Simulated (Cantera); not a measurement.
A perfectly stirred reactor is fed with NH3 : H2 = 1 : 0.21 (molar parts), at 19000 Pa; it is held at 2275 K, and followed from long to short residence time.

Model: the gas-phase N/H chemistry of the illustrative SiF4/NH3 mechanism in the Surface Chemkin manual (1991), integrated in Cantera. Walls and surfaces, which speed up NH3 decomposition in real reactors, are not modelled.

x: mole fraction; the columns are a selection and need not sum to one.

```json
[
 {"τ (s)": "0.68", "x NH3": "0.00635", "x H2": "0.764", "x H": "0.00580", "x NH": "2.57e-5", "x N2H4": "2.86e-10", "x N": "9.52e-6"},
 {"τ (s)": "0.27", "x NH3": "0.0237", "x H2": "0.753", "x H": "0.00338", "x NH": "3.32e-5", "x N2H4": "___", "x N": "7.18e-6"},
 {"τ (s)": "0.11", "x NH3": "0.0631", "x H2": "0.725", "x H": "0.00229", "x NH": "4.31e-5", "x N2H4": "___", "x N": "6.50e-6"},
 {"τ (s)": "0.043", "x NH3": "0.149", "x H2": "0.663", "x H": "0.00157", "x NH": "5.56e-5", "x N2H4": "___", "x N": "6.11e-6"},
 {"τ (s)": "0.017", "x NH3": "0.298", "x H2": "0.556", "x H": "0.00106", "x NH": "6.74e-5", "x N2H4": "___", "x N": "5.65e-6"},
 {"τ (s)": "0.0069", "x NH3": "0.481", "x H2": "0.422", "x H": "0.000696", "x NH": "7.49e-5", "x N2H4": "___", "x N": "5.01e-6"},
 {"τ (s)": "0.0028", "x NH3": "0.641", "x H2": "0.306", "x H": "0.000468", "x NH": "7.68e-5", "x N2H4": "___", "x N": "4.26e-6"},
 {"τ (s)": "0.0011", "x NH3": "0.743", "x H2": "0.232", "x H": "0.000340", "x NH": "7.41e-5", "x N2H4": "1.41e-7", "x N": "3.52e-6"},
 {"τ (s)": "0.00044", "x NH3": "0.792", "x H2": "0.196", "x H": "0.000273", "x NH": "6.75e-5", "x N2H4": "1.43e-7", "x N": "2.85e-6"},
 {"τ (s)": "0.00018", "x NH3": "0.813", "x H2": "0.181", "x H": "0.000223", "x NH": "5.45e-5", "x N2H4": "___", "x N": "2.04e-6"}
]
```

**Question.** Some entries are withheld; supply them.

**Answer.** 
- 0.27, x N2H4: 1.40e-9
- 0.11, x N2H4: 4.92e-9
- 0.043, x N2H4: 1.54e-8
- 0.017, x N2H4: 3.93e-8
- 0.0069, x N2H4: 7.65e-8
- 0.0028, x N2H4: 1.15e-7
- 0.00018, x N2H4: 1.17e-7
